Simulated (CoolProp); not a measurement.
Methanol along the isotherm 346.85 °C: fugacity coefficient from the reference equation and from simpler models built on Tc = 240.2 °C, pc = 8.216 MPa, ω = 0.565; each cubic takes its own stable root.

Computed with CoolProp (reference Helmholtz-energy equation of state, de Reuck 1993).

```csv
p (MPa),phase,reference
0.26,gas,0.9948
0.42,gas,0.9916
0.678,gas,0.9865
1.1,gas,0.9781
1.77,gas,0.9647
2.86,gas,0.9430
4.62,gas,0.9085
7.46,gas,0.8548
12.1,supercritical,0.7745
19.5,supercritical,0.6653
31.5,supercritical,0.5375
50.9,supercritical,0.4418
82.2,supercritical,0.3963
```

How far does each simpler model (Redlich-Kwong, Soave-Redlich-Kwong, Peng-Robinson) lie from the reference over these 13 states: mean and median of the absolute difference, and the worst?


- Redlich-Kwong: mean 2.8 %, median 1.0 %, worst +11.7 % at 346.85 °C and 82.2 MPa
- Soave-Redlich-Kwong: mean 8.5 %, median 1.2 %, worst +49.6 % at 346.85 °C and 82.2 MPa
- Peng-Robinson: mean 4.2 %, median 0.4 %, worst +28.1 % at 346.85 °C and 82.2 MPa
